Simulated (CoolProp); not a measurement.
n-nonane along the isobar 2.34 MPa: density (kg/m³) from the reference equation and from simpler models built on Tc = 321.4 °C, pc = 2.282 MPa, ω = 0.443; each cubic takes its own stable root.

Computed with CoolProp (reference Helmholtz-energy equation of state, Lemmon 2006). It is a short technical equation, of lower accuracy than the large ones.

| T (°C) | phase | reference | van der Waals | Redlich-Kwong | Soave-Redlich-Kwong | Peng-Robinson |
|---|---|---|---|---|---|---|
| 70.25 | liquid | 680.5 | 377.7 | 552.3 | 578.9 | 651.4 |
| 91.65 | liquid | 663.4 | 369.8 | 538.2 | [?] | [?] |
| 113.05 | liquid | 645.9 | 361.5 | 523.1 | 552.9 | 623.4 |
| 134.45 | liquid | 627.8 | [?] | 507.1 | 538.1 | 607.2 |
| 155.75 | liquid | 609.1 | 343.4 | 490.0 | 521.8 | 589.4 |
| 177.15 | liquid | 589.4 | 333.4 | 471.5 | 503.7 | 569.4 |
| 198.55 | liquid | [?] | 322.5 | 451.5 | 483.5 | 546.8 |
| 219.95 | liquid | [?] | 310.5 | 429.4 | 460.6 | [?] |

Question: What belongs in the gaps?

Answer: 
- 91.65, Soave-Redlich-Kwong: 566.5
- 91.65, Peng-Robinson: 638.0
- 134.45, van der Waals: 352.7
- 198.55, reference: 568.4
- 219.95, reference: 545.8
- 219.95, Peng-Robinson: 521.1
